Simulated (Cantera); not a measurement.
# Reactions in the system Al-N-O

Source: NASA polynomial tables (part measured, part estimated), evaluated in Cantera. Values are per mole of reaction as written; species without (g) are pure solids or liquids, kept so even where they would boil at 1 bar.

2 AlN + NO(g) = 3 N(g) + Al2O(g)

```csv
T (K),ΔH° (kJ),ΔS° (J/K),ΔG° (kJ),log10 K
300,1817.6,461.4,1679.2,-292.37
973,1819.7,468.6,1363.8,-73.21
1023,1819.3,468.2,1340.4,-68.44
1073,1818.9,467.8,1317.0,-64.11
1123,1818.4,467.3,1293.6,-60.17
1173,1817.9,466.9,1270.2,-56.56
1223,1817.4,466.5,1246.9,-53.25
1273,1816.8,466.0,1223.6,-50.21
1323,1816.3,465.6,1200.3,-47.39
1373,1815.7,465.2,1177.0,-44.78
1423,1815.1,464.7,1153.8,-42.35
```
